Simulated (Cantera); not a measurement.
An adiabatic, constant-volume homogeneous reactor starts with CH4 : C2H6 : O2 : N2 = 1 : 0.075 : 4.62 : 17.4 (molar parts), equivalence ratio 0.49, at 1100 K and 10.0 bar.

Cantera simulation using GRI-Mech 3.0 (53 species, 325 reactions); the numbers are that mechanism's predictions, not measurements.

Task: Predict: time of steepest temperature rise; temperature at 0.400 s; equilibrium temperature; x(O2) at 0.400 s; x(N2O) at 0.400 s; x(OH) at 0.400 s.

Result: 
```json
{
 "time_of_steepest_temperature_rise": "4.92 ms",
 "temperature at 0.400 s": "2361 K",
 "equilibrium_temperature": "2361 K",
 "x(O2) at 0.400 s": "0.0952 (gas-phase equilibrium 0.0952)",
 "x(N2O) at 0.400 s": "2.92e-6 (gas-phase equilibrium 2.92e-6)",
 "x(OH) at 0.400 s": "0.00338 (gas-phase equilibrium 0.00338)"
}
```
